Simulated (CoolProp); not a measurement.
Vapour-liquid equilibrium of propylene (1) + cyclohexane (2) at 64.25 °C; x and y are mole fractions of (1).

Model: multi-fluid Helmholtz-energy mixture model, Lemmon 2013 and Zhou 2014; pair parameters Bell 2016, in CoolProp.

Q: Give the bubble pressure and the first vapour's composition at x = 0.2, 0.35, 0.8. Is there an azeotrope?

A: x = 0.2: 0.5895 MPa, y = 0.901; x = 0.35: 0.9622 MPa, y = 0.943; x = 0.8: 2.079 MPa, y = 0.983. No azeotrope shows between x = 0.05 and 0.95.

The pair parameters rest on a limited set of measurements; away from them the model extrapolates. The gap from Raoult's law changes sign with composition, which may be real or a fault of the pair parameters; it wasn't checked against measurements.
